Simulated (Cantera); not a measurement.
Source: NASA polynomial tables (part measured, part estimated), evaluated in Cantera. Values are per mole of reaction as written; species without (g) are pure solids or liquids, kept so even where they would boil at 1 bar.

Ba + 2 HF(g) = H2(g) + BaF2

```json
[
 {"T (K)": "300", "ΔH° (kJ)": "?", "ΔS° (J/K)": "?", "ΔG° (kJ)": "?", "log10 K": "?", "condensed phases": "Ba(s), BaF2(s)"},
 {"T (K)": "1073", "ΔH° (kJ)": "-655.8", "ΔS° (J/K)": "-166.4", "ΔG° (kJ)": "-477.2", "log10 K": "23.23", "condensed phases": "Ba(l), BaF2(s)"},
 {"T (K)": "1098", "ΔH° (kJ)": "-654.8", "ΔS° (J/K)": "-165.5", "ΔG° (kJ)": "-473.1", "log10 K": "22.51", "condensed phases": "Ba(l), BaF2(s)"},
 {"T (K)": "1123", "ΔH° (kJ)": "?", "ΔS° (J/K)": "?", "ΔG° (kJ)": "?", "log10 K": "?", "condensed phases": "Ba(l), BaF2(s)"},
 {"T (K)": "1148", "ΔH° (kJ)": "?", "ΔS° (J/K)": "?", "ΔG° (kJ)": "?", "log10 K": "?", "condensed phases": "Ba(l), BaF2(s)"},
 {"T (K)": "1173", "ΔH° (kJ)": "-651.2", "ΔS° (J/K)": "-162.4", "ΔG° (kJ)": "-460.8", "log10 K": "20.52", "condensed phases": "Ba(l), BaF2(s)"}
]
```

What belongs in the gaps?


- 300, ΔH° (kJ): -663.4
- 300, ΔS° (J/K): -182.9
- 300, ΔG° (kJ): -608.5
- 300, log10 K: 105.95
- 1123, ΔH° (kJ): -653.7
- 1123, ΔS° (J/K): -164.5
- 1123, ΔG° (kJ): -469.0
- 1123, log10 K: 21.81
- 1148, ΔH° (kJ): -652.5
- 1148, ΔS° (J/K): -163.5
- 1148, ΔG° (kJ): -464.9
- 1148, log10 K: 21.15
